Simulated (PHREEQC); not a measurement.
Model water analysis in mmol/kgw, 20 °C, pH 2.08, pe 11.2: Na 83; K 4.51; Ca 2.17; Mg 2.08; Cl 25.7; S(6) 45; Fe(3) 0.028; Zn 0.0104; Si 0.0155; Cd 0.472; P 0.05.

Valence states are taken as typed.

The numbers come from PHREEQC with the ion-association model, wateq4f.dat.

```yaml
ionic_strength: 0.130 mol/kgw
total_alkalinity: -19.9 meq/kg
charge_balance_error: 0.6 %
```

```csv
species,molality,activity,log γ
Na+,0.0792,0.0609,-0.114
SO4-2,0.0292,0.0100,-0.464
Cl-,0.0256,0.0191,-0.127
H+,0.0102,0.00832,-0.088
HSO4-,0.00960,0.00730,-0.119
K+,0.00425,0.00317,-0.127
NaSO4-,0.00383,0.00297,-0.111
Ca+2,0.00126,0.000461,-0.437
Mg+2,0.00118,0.000451,-0.416
MgSO4,0.000903,0.000931,0.013
CaSO4,0.000855,0.000881,0.013
KSO4-,0.000264,0.000205,-0.111
Cd+2,0.000151,5.26e-5,-0.457
CdSO4,0.000143,0.000148,0.013
```

This is a speciation only: nothing precipitates in the calculation. The solution is supersaturated, for example in Hematite (slow to form), Goethite (slow to form), so a real one may precipitate; this is no full list. Species that the database lacks are ignored. H3PO4, which wateq4f.dat lacks, is added to it with the constant of phreeqc.dat. The database has no phosphate complexes of Zn, Cd.
